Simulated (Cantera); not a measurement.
A Cantera script and what it prints.

```python
import numpy as np
import cantera as ct

gas_names = """
    AL ALCL ALCL2 ALCL3 ALH ALO ALOCL ALOH ALO2 ALO2H AL2 AL2CL6 AL2O AL2O2 CL CLO CL2 H HALO HCL HOCL
    HO2 H2 H2O H2O2 O OH O2 O3
""".split()
cond_names = """
    AL(cr) AL(L) ALCL3(s) ALCL3(L) AL2O3(a) AL2O3(L) H2O(s) H2O(L)
""".split()


# ... load() reads the species with a 1 bar reference pressure and builds the phases ...
atoms = {
    'Al2O3': {'AL': 2, 'O': 3},
    'HCl': {'H': 1, 'CL': 1},
    'O2': {'O': 2},
}
top_T = {}  # K; cautious upper limits of use, not melting points


# ... equilibrate(T, P, feed) seeds the gas with the atoms and calls Mixture.equilibrate('TP', solver="vcs", rtol=1e-11, max_steps=5000) ...
results = []
feed = {'Al2O3': 1, 'HCl': 28, 'O2': 0.26}  # mol
T = 1300  # K
for P in [1, 3.6, 13, 46, 170, 600, 2200, 7700, 28000, 100000]:
    mix = equilibrate(T, P, feed)
    results.append((T, P, feed, dict(zip(mix.species_names, mix.species_moles))))

top = {s: max(r[3][s] / sum(r[3][g] for g in gas_names) for r in results) for s in gas_names}
cols = sorted((s for s in top if top[s] > 0.001), key=lambda s: -top[s])[:6]
seen = [c for c in cond_names if any(r[3].get(c, 0) > 1e-12 for r in results)]
print("log10 of partial pressures in bar; condensed amounts in mol")
print(f"{'P/Pa':>10s}" + "".join(f"{s[:9]:>10s}" for s in cols + seen))
for T, P, feed, n in results:
    ng = sum(n[g] for g in gas_names)
    print(f"{P:10.4g}" + "".join(f"{np.log10(max(n[s] / ng * P / 1e5, 1e-99)):10.3f}" for s in cols)
          + "".join(f"{n.get(c, 0):10.4g}" for c in seen))
```

It prints:

```
log10 of partial pressures in bar; condensed amounts in mol
      P/Pa       HCL        CL       H2O       CL2        O2  AL2O3(a)
         1    -5.024    -6.442    -6.743    -9.071    -9.159         1
       3.6    -4.468    -5.899    -6.193    -7.985    -8.114         1
        13    -3.909    -5.373    -5.651    -6.933    -7.160         1
        46    -3.359    -4.888    -5.122    -5.964    -6.366         1
       170    -2.789    -4.433    -4.564    -5.054    -5.708    0.9999
       600    -2.240    -4.043    -4.006    -4.273    -5.226    0.9998
      2200    -1.675    -3.685    -3.419    -3.558    -4.882    0.9997
      7700    -1.131    -3.372    -2.858    -2.931    -4.683    0.9995
   2.8e+04    -0.570    -3.070    -2.287    -2.327    -4.576    0.9991
     1e+05    -0.017    -2.783    -1.729    -1.753    -4.524    0.9984
```

Equilibrium computed with Cantera from the NASA thermochemical tables; the gas is ideal and each condensed phase is pure.
